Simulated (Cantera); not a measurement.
Input: 1 mol SiCl₄, 1.9 mol HCl, 80 mol H₂, at 1050 K and 10.0 mbar.

These are equilibrium values from Cantera (NASA tables, ideal gas, pure condensed phases), not measurements of a reactor. Candidate condensed phases: Si; 19 gas species. The tables' values for SiCl₃ are old estimates; treat these amounts as uncertain. Equilibrium is a limit: real reactors are often held back by kinetics, nucleation or transport.

Base state: H₂ 0.959, HCl 0.0294, SiCl₄ 0.00715, SiHCl₃ 0.00242, SiCl₂ 0.00159, SiCl₃ 0.000792, SiH₂Cl₂ 9.31e-5 (mole fractions); condensed: gas only.

Task: What changes in the equilibrium state with this change: pressure from 10.0 mbar to 1.90 bar?

Result: 
| species | before | after |
|---|---|---|
| H₂ | 0.959 | 0.961 |
| HCl | 0.0294 | 0.0265 |
| SiCl₄ | 0.00715 | 0.00860 |
| SiCl₂ | 0.00159 | 1.24e-5 |
| SiCl₃ | 0.000792 | 7.68e-5 |
| SiH₂Cl₂ | 9.31e-5 | 0.000139 |
| SiHCl₃ | 0.00242 | 0.00323 |
